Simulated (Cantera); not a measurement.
Input: 1 mol Si, 5.5 mol NF₃, 0.54 mol N₂, held at 825 K and 11.3 Torr.

These are equilibrium values from Cantera (NASA tables, ideal gas, pure condensed phases), not measurements of a reactor. Candidate condensed phases: Si, Si₃N₄; 16 gas species. Rates play no part.

Base state: F₂ 0.507, N₂ 0.295, SiF₄ 0.0947, F 0.0702, NF₃ 0.0329 (mole fractions); condensed: gas only.

### Question
What changes in the equilibrium state with this change: temperature from 825 K to 1173 K?

### Answer
```tsv
species	before	after
F	0.0702	0.694
N₂	0.295	0.204
SiF₄	0.0947	0.0619
F₂	0.507	0.0400
NF₃	0.0329	2.27e-6
```

### Question
What changes in the equilibrium state with this change: temperature from 825 K to 1500 K?

### Answer
```csv
species,before,after
F,0.0702,0.743
N₂,0.295,0.196
SiF₄,0.0947,0.0596
F₂,0.507,0.00111
NF₃,0.0329,<1e-9
```
